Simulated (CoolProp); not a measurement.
A simple Rankine cycle with R365MFC: condensing at 304.15 K, boiler at 0.424 MPa, turbine inlet 375.2 K, turbine efficiency 0.9, pump efficiency 0.6, no recuperator. Each further row changes one setting.

Values from CoolProp's reference Helmholtz-energy equation of state, Lemmon 2016.

| case | thermal efficiency (%) | net work (kJ/kg) | heat in (kJ/kg) | turbine exit temperature (K) | volume ratio over the turbine |
|---|---|---|---|---|---|
| as stated | 11.4 | 29.7 | 262 | 341.7 | 5.85 |
| turbine inlet 395.2 K | 11.1 | 31.8 | 286 | 362.0 | 5.78 |
| condensing temperature 296.15 K | 12.8 | 35.0 | 273 | 336.4 | 7.96 |
| boiler pressure 0.297 MPa | 9.3 | 24.5 | 265 | 349.2 | 4.04 |
| turbine efficiency 0.8 | 10.1 | 26.4 | 262 | 344.8 | 5.91 |
